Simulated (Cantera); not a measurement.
Feed: 1 mol Si3N4, 0.43 mol N2O, 7.7 mol H2, 0.034 mol CO2, at 900 K and 1330 Pa.

Equilibrium computed with Cantera from the NASA thermochemical tables; the gas is ideal and each condensed phase is pure. Candidate condensed phases: C, C6H6, C7H8, C8H18, H2O, Si, SiC, SiO2, Si2N2O, Si3N4; 151 gas species. Equilibrium is a limit: real reactors are often held back by kinetics, nucleation or transport.

Base state: H2 0.924, N2 0.0721, CH4 0.00355 (mole fractions); condensed: C(graphite) + Si2N2O(s) + Si3N4(s).

Task: What changes in the equilibrium state with this change: temperature from 900 K to 2000 K?

Result: 
| species | before | after |
|---|---|---|
| H2 | 0.924 | 0.712 |
| N2 | 0.0721 | 0.226 |
| SiO | <1e-9 | 0.0433 |
| H | <1e-9 | 0.0119 |
| Si | <1e-9 | 0.00327 |
| CO | <1e-9 | 0.00307 |
| SiH | <1e-9 | 0.000216 |
| CH4 | 0.00355 | 3.45e-8 |
| C(graphite), mol | 0.00461 | 0 |
| Si2N2O(s), mol | 0.498 | 0 |
| Si3N4(s), mol | 0.668 | 0 |
| Si(l), mol | 0 | 2.49 |
The tables' values for SiN are old estimates; treat these amounts as uncertain. Gases not in the tables: Si2H6 and higher silanes.

Task: What changes in the equilibrium state with this change: CO2 from 0.034 to 0.47 mol?

Result: 
```tsv
species	before	after
H2	0.924	0.893
N2	0.0721	0.104
CH4	0.00355	0.00332
C(graphite), mol	0.00461	0.442
Si2N2O(s), mol	0.498	1.37
Si3N4(s), mol	0.668	0.0867
```

Task: What changes in the equilibrium state with this change: N2O from 0.43 to 0.83 mol?

Result: 
```
species            before    after
----------------  -------  -------
H2                  0.924    0.869
N2                 0.0721    0.128
CH4               0.00355  0.00314
C(graphite), mol  0.00461  0.00637
Si2N2O(s), mol      0.498    0.898
Si3N4(s), mol       0.668    0.401
```
